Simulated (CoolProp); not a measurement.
Saturation properties of decamethyltetrasiloxane (MD2M) (Tc = 599.4 K, pc = 11.44 bar, ω = 0.635).

Model: reference Helmholtz-energy equation of state, Thol 2017, in CoolProp.

```tsv
T (K)	p (bar)	vapour density (kg/m³)	enthalpy of vaporisation (kJ/kg)	surface tension (mN/m)
364.5	0.03103	0.3197	166.1	12.2
378.1	0.05700	0.5678	161.4	11.2
391.7	0.09899	0.9559	156.8	10.2
405.3	0.1637	1.537	152.1	9.30
419	0.2600	2.380	147.4	8.39
432.6	0.3962	3.550	142.6	7.51
446.2	0.5839	5.138	137.8	6.66
459.9	0.8374	7.267	132.7	5.84
473.5	1.167	10.03	127.5	5.05
487.1	1.588	13.59	122.0	4.30
500.7	2.118	18.14	116.2	3.58
514.4	2.779	23.98	109.9	2.90
528	3.581	31.39	103.1	2.27
```

It boils at 467.6 K under 1 atm.

Surface tension comes from a separate correlation (Mulero 2014), older than this fluid's equation and unchecked against measurements.
